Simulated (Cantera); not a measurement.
## Formation from one mole of O2

Cantera with NASA thermochemical tables; ideal gases at 1 bar, condensed phases pure. Values are per mole of reaction as written; species without (g) are pure solids or liquids, kept so even where they would boil at 1 bar.

1.333 B + O2(g) = 0.6667 B2O3(g)

```csv
T (K),ΔH° (kJ),ΔS° (J/K),ΔG° (kJ),log10 K
300,-557.3,-23.7,-550.2,95.80
525,-557.6,-24.4,-544.8,54.20
625,-557.9,-24.9,-542.3,45.33
725,-558.3,-25.5,-539.8,38.89
825,-558.7,-26.0,-537.2,34.02
925,-559.1,-26.4,-534.6,30.19
1025,-559.5,-26.9,-532.0,27.11
1125,-560.0,-27.3,-529.3,24.57
1225,-560.4,-27.7,-526.5,22.45
```

2 Ti + O2(g) = 2 TiO(g)

```csv
T (K),ΔH° (kJ),ΔS° (J/K),ΔG° (kJ),log10 K,condensed phases
300,108.8,200.3,48.7,-8.48,Ti(α)
525,105.3,191.8,4.7,-0.46,Ti(α)
625,103.7,188.9,-14.4,1.20,Ti(α)
725,102.0,186.4,-33.1,2.39,Ti(α)
825,100.0,183.9,-51.7,3.27,Ti(α)
925,97.9,181.4,-69.9,3.95,Ti(α)
1025,95.5,178.9,-87.9,4.48,Ti(α)
1125,92.1,175.8,-105.7,4.91,Ti(α)
1225,81.9,167.0,-122.7,5.23,Ti(β)
```

2 Pb + O2(g) = 2 PbO(g)

| T (K) | ΔH° (kJ) | ΔS° (J/K) | ΔG° (kJ) | log10 K | condensed phases |
|---|---|---|---|---|---|
| 300 | 140.6 | 145.2 | 97.0 | -16.89 | Pb(s) |
| 525 | 136.6 | 135.3 | 65.5 | -6.52 | Pb(s) |
| 625 | 125.0 | 115.8 | 52.5 | -4.39 | Pb(l) |
| 725 | 122.8 | 112.7 | 41.1 | -2.96 | Pb(l) |
| 825 | 120.8 | 110.0 | 30.0 | -1.90 | Pb(l) |
| 925 | 118.8 | 107.7 | 19.1 | -1.08 | Pb(l) |
| 1025 | 116.8 | 105.7 | 8.4 | -0.43 | Pb(l) |
| 1125 | 114.9 | 103.9 | -2.0 | 0.09 | Pb(l) |
| 1225 | 113.0 | 102.3 | -12.4 | 0.53 | Pb(l) |
